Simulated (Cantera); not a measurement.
An isothermal, constant-pressure homogeneous reactor starts with C2H6 : H2 = 1 : 24 (molar parts), at 1175 K and 150 Torr.

Model: GRI-Mech 3.0 (53 species, 325 reactions), integrated in Cantera. GRI-Mech 3.0 stops at C3 and has no aromatics, soot or wall deposition, so with more carbon than oxygen in the feed, carbon stays in small species such as C2H2 where larger ones or solid carbon would form.

Question: Predict: x(C2H6) at 100 s; x(H2) at 100 s; x(C2H4) at 100 s; x(CH4) at 100 s.

Answer: 
```
Property                                            Result
----------------  ----------------------------------------
x(C2H6) at 100 s  0.000111 (gas-phase equilibrium 4.54e-6)
x(H2) at 100 s         0.925 (gas-phase equilibrium 0.920)
x(C2H4) at 100 s  0.00308 (gas-phase equilibrium 0.000120)
x(CH4) at 100 s      0.0713 (gas-phase equilibrium 0.0797)
```
